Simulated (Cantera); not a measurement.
A Cantera script and what it prints.

```python
import numpy as np
import cantera as ct

gas_names = """
    H HO2 H2 H2O H2O2 Nb NbO NbO2 O OH O2 O3
""".split()
cond_names = """
    H2O(s) H2O(L) Nb(cr) Nb(L) NbO(s) NbO(L) NbO2(I) NbO2(II) NbO2(III) NbO2(L) Nb2O5(s) Nb2O5(L)
""".split()


# ... load() reads the species with a 1 bar reference pressure and builds the phases ...
atoms = {
    'Nb': {'Nb': 1},
    'O2': {'O': 2},
    'H2': {'H': 2},
}
top_T = {}  # K; cautious upper limits of use, not melting points


# ... equilibrate(T, P, feed) seeds the gas with the atoms and calls Mixture.equilibrate('TP', solver="vcs", rtol=1e-11, max_steps=5000) ...
results = []
feed = {'Nb': 1, 'O2': 0.18, 'H2': 90}  # mol
P = 100000  # Pa
for T in [1873, 1923, 1973, 2023, 2073, 2123, 2173, 2223]:
    mix = equilibrate(T, P, feed)
    results.append((T, P, feed, dict(zip(mix.species_names, mix.species_moles))))
    x = sorted(zip(gas.X, gas.species_names), reverse=True)
    print(f"T = {T:g} K  P = {P:g} Pa  gas = {mix.phase_moles(0):.4g} mol")
    print("   x: " + "  ".join(f"{s} {v:.3e}" for v, s in x if v > 1e-06))
    print("   condensed (mol): " + ("  ".join(f"{mix.phase(i).name} {mix.phase_moles(i):.4g}"
          for i in range(1, mix.n_phases) if mix.phase_moles(i) > 1e-12) or "none"))
```

It prints:

```
T = 1873 K  P = 100000 Pa  gas = 90.03 mol
   x: H2 9.986e-01  H2O 7.894e-04  H 6.449e-04
   condensed (mol): Nb(cr) 0.7111  NbO(s) 0.2889
T = 1923 K  P = 100000 Pa  gas = 90.04 mol
   x: H2 9.980e-01  H2O 1.028e-03  H 9.411e-04
   condensed (mol): Nb(cr) 0.7326  NbO(s) 0.2674
T = 1973 K  P = 100000 Pa  gas = 90.06 mol
   x: H2 9.973e-01  H 1.347e-03  H2O 1.319e-03
   condensed (mol): Nb(cr) 0.7589  NbO(s) 0.2411
T = 2023 K  P = 100000 Pa  gas = 90.09 mol
   x: H2 9.964e-01  H 1.896e-03  H2O 1.671e-03
   condensed (mol): Nb(cr) 0.7907  NbO(s) 0.2092
T = 2073 K  P = 100000 Pa  gas = 90.12 mol
   x: H2 9.953e-01  H 2.624e-03  H2O 2.091e-03  NbO2 1.868e-06
   condensed (mol): Nb(cr) 0.8286  NbO(s) 0.1711
T = 2123 K  P = 100000 Pa  gas = 90.16 mol
   x: H2 9.938e-01  H 3.577e-03  H2O 2.586e-03  NbO2 4.239e-06  NbO 1.221e-06  OH 1.151e-06
   condensed (mol): Nb(cr) 0.8736  NbO(s) 0.1259
T = 2173 K  P = 100000 Pa  gas = 90.22 mol
   x: H2 9.920e-01  H 4.806e-03  H2O 3.163e-03  NbO2 9.246e-06  NbO 2.623e-06  OH 2.052e-06
   condensed (mol): Nb(cr) 0.9264  NbO(s) 0.07254
T = 2223 K  P = 100000 Pa  gas = 90.29 mol
   x: H2 9.899e-01  H 6.373e-03  H2O 3.728e-03  NbO2 1.841e-05  NbO 5.292e-06  OH 3.467e-06
   condensed (mol): Nb(cr) 0.9786  NbO(L) 0.01928
```

Equilibrium computed with Cantera from the NASA thermochemical tables; the gas is ideal and each condensed phase is pure. Mutual solubility and eutectic melting of coexisting phases are not modelled. NbO: taken at fixed stoichiometry. Condensed phases not in the tables: N, O or C dissolved in the metal.
